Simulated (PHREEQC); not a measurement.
Solution (25 °C): 0.00024 mol LiOH, 0.0054 mol H3BO3 and 7.8e-06 mol K2CO3 per kg of water. Closed to the air; pH follows from the charge balance.

Model: ion-association model, phreeqc.dat, run in PHREEQC.

```json
{
  "pH": "7.91",
  "ionic_strength": "0.000256 mol/kgw",
  "total_alkalinity": "0.256 meq/kg"
}
```

| species | molality | activity | log γ |
|---|---|---|---|
| H3BO3 | 0.00515 | 0.00515 | 0.000 |
| H2BO3- | 0.000247 | 0.000243 | -0.008 |
| Li+ | 0.000240 | 0.000236 | -0.008 |
| K+ | 1.56e-5 | 1.53e-5 | -0.008 |
| HCO3- | 7.57e-6 | 7.43e-6 | -0.008 |
| OH- | 8.43e-7 | 8.28e-7 | -0.008 |
| CO2 | 2.04e-7 | 2.04e-7 | 0.000 |
| CO3-2 | 3.07e-8 | 2.85e-8 | -0.032 |
| H+ | 1.24e-8 | 1.22e-8 | -0.008 |

Precipitation was switched off in this run. Species that the database lacks are ignored.
